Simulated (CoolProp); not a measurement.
Acetone along the isotherm 352.3 K: Z from the reference equation and from simpler models built on Tc = 508.1 K, pc = 4.692 MPa, ω = 0.307; each cubic takes its own stable root.

Values from CoolProp's reference Helmholtz-energy equation of state, Lemmon 2006. It is a short technical equation, of lower accuracy than the large ones.

```json
[
 {"p (MPa)": "0.0742", "phase": "gas", "reference": "0.9731", "van der Waals": "0.9889", "Redlich-Kwong": "0.9849", "Soave-Redlich-Kwong": "0.9829", "Peng-Robinson": "0.9821"},
 {"p (MPa)": "0.141", "phase": "gas", "reference": "0.9475", "van der Waals": "0.9786", "Redlich-Kwong": "0.9710", "Soave-Redlich-Kwong": "0.9670", "Peng-Robinson": "0.9655"},
 {"p (MPa)": "0.267", "phase": "liquid", "reference": "0.007343", "van der Waals": "0.9587", "Redlich-Kwong": "0.9437", "Soave-Redlich-Kwong": "0.009385", "Peng-Robinson": "0.008292"},
 {"p (MPa)": "0.505", "phase": "liquid", "reference": "0.01388", "van der Waals": "0.9188", "Redlich-Kwong": "0.01861", "Soave-Redlich-Kwong": "0.01774", "Peng-Robinson": "0.01567"},
 {"p (MPa)": "0.958", "phase": "liquid", "reference": "0.02631", "van der Waals": "0.05126", "Redlich-Kwong": "0.03523", "Soave-Redlich-Kwong": "0.03360", "Peng-Robinson": "0.02970"},
 {"p (MPa)": "1.82", "phase": "liquid", "reference": "0.04988", "van der Waals": "0.09662", "Redlich-Kwong": "0.06666", "Soave-Redlich-Kwong": "0.06365", "Peng-Robinson": "0.05628"},
 {"p (MPa)": "3.44", "phase": "liquid", "reference": "0.09395", "van der Waals": "0.1802", "Redlich-Kwong": "0.1251", "Soave-Redlich-Kwong": "0.1197", "Peng-Robinson": "0.1059"},
 {"p (MPa)": "6.53", "phase": "liquid", "reference": "0.1772", "van der Waals": "0.3351", "Redlich-Kwong": "0.2344", "Soave-Redlich-Kwong": "0.2253", "Peng-Robinson": "0.1996"},
 {"p (MPa)": "12.4", "phase": "liquid", "reference": "0.3328", "van der Waals": "0.6177", "Redlich-Kwong": "0.4361", "Soave-Redlich-Kwong": "0.4215", "Peng-Robinson": "0.3742"},
 {"p (MPa)": "23.5", "phase": "liquid", "reference": "0.6196", "van der Waals": "1.127", "Redlich-Kwong": "0.8022", "Soave-Redlich-Kwong": "0.7811", "Peng-Robinson": "0.6954"}
]
```

At some of these states van der Waals, Redlich-Kwong gives the other phase, because its saturation line lies elsewhere.
